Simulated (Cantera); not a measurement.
## Dilute partial oxidation

An isothermal, constant-pressure homogeneous reactor starts with 1.57 % CH₄, 0.226 % O₂, 98.2 % N₂, at 1498 K and 0.809 atm.

Detailed kinetics in Cantera: GRI-Mech 3.0 (53 species, 325 reactions). GRI-Mech 3.0 stops at C3 and has no aromatics, soot or wall deposition, so with more carbon than oxygen in the feed, carbon stays in small species such as C2H2 where larger ones or solid carbon would form.

| t (s) | x CH₄ | x O₂ | x NO | x OH | x HCN | x H₂O₂ | x N₂O |
|---|---|---|---|---|---|---|---|
| 4.00e-5 | 0.0157 | 0.00226 | <1e-12 | 6.16e-10 | <1e-12 | 2.40e-11 | <1e-12 |
| 0.000102 | 0.0157 | 0.00226 | <1e-12 | 7.05e-10 | <1e-12 | 6.44e-11 | <1e-12 |
| 0.000260 | 0.0157 | 0.00226 | <1e-12 | 9.24e-10 | <1e-12 | 1.37e-10 | 1.55e-12 |
| 0.000662 | 0.0157 | 0.00226 | <1e-12 | 1.42e-9 | <1e-12 | 1.96e-10 | 6.54e-12 |
| 0.00169 | 0.0157 | 0.00226 | <1e-12 | 2.42e-9 | <1e-12 | 1.55e-10 | 1.93e-11 |
| 0.00430 | 0.0157 | 0.00225 | <1e-12 | 4.28e-9 | <1e-12 | 1.22e-10 | 4.44e-11 |
| 0.0110 | 0.0156 | 0.00224 | 1.53e-12 | 8.13e-9 | 2.77e-12 | 1.42e-10 | 1.08e-10 |
| 0.0279 | 0.0151 | 0.00215 | 1.46e-11 | 1.82e-8 | 4.23e-11 | 2.00e-10 | 3.19e-10 |
| 0.0711 | 0.0130 | 0.00169 | 3.09e-10 | 4.08e-8 | 1.43e-9 | 2.34e-10 | 8.73e-10 |
| 0.181 | 0.00924 | 0.000470 | 2.18e-9 | 2.69e-8 | 2.12e-8 | 8.48e-11 | 5.48e-10 |
| 0.462 | 0.00710 | 3.47e-5 | 1.86e-9 | 1.14e-8 | 4.30e-8 | 7.53e-12 | 3.40e-11 |
| 1.18 | 0.00525 | 1.01e-7 | 9.84e-10 | 9.66e-9 | 5.64e-8 | <1e-12 | <1e-12 |
| 3.00 | 0.00318 | <1e-12 | 4.14e-10 | 9.34e-9 | 7.79e-8 | <1e-12 | <1e-12 |
x: mole fraction; the columns are a selection and need not sum to one.

Equilibrium at this temperature and pressure: CH₄ 5.94e-5, O₂ <1e-12, NO <1e-12, OH <1e-12, HCN 0.0101, H₂O₂ <1e-12, N₂O <1e-12 (gas phase only).
